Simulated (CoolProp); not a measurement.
Oxygen along the isobar 8310 kPa: density (kg/m³) from the reference equation and from simpler models built on Tc = -118.6 °C, pc = 5046 kPa, ω = 0.022; each cubic takes its own stable root.

The numbers come from the reference Helmholtz-energy equation of state, Schmidt 1985 in CoolProp.

```json
[
 {"T (°C)": "-203.75", "phase": "liquid", "reference": "1251"},
 {"T (°C)": "-182.35", "phase": "liquid", "reference": "1156"},
 {"T (°C)": "-161.05", "phase": "liquid", "reference": "1051"},
 {"T (°C)": "-139.75", "phase": "liquid", "reference": "926.0"},
 {"T (°C)": "-118.35", "phase": "supercritical", "reference": "739.9"},
 {"T (°C)": "-97.05", "phase": "supercritical", "reference": "348.4"},
 {"T (°C)": "-75.65", "phase": "supercritical", "reference": "223.4"},
 {"T (°C)": "-54.35", "phase": "supercritical", "reference": "178.1"},
 {"T (°C)": "-32.95", "phase": "supercritical", "reference": "151.5"},
 {"T (°C)": "-11.65", "phase": "supercritical", "reference": "133.5"}
]
```

### Question
How far does each simpler model (Redlich-Kwong, Soave-Redlich-Kwong) lie from the reference over these 10 states: mean and median of the absolute difference, and the worst?

### Answer
- Redlich-Kwong: mean 1.9 %, median 0.9 %, worst -8.8 % at -118.35 °C and 8310 kPa
- Soave-Redlich-Kwong: mean 2.2 %, median 1.2 %, worst -8.9 % at -118.35 °C and 8310 kPa
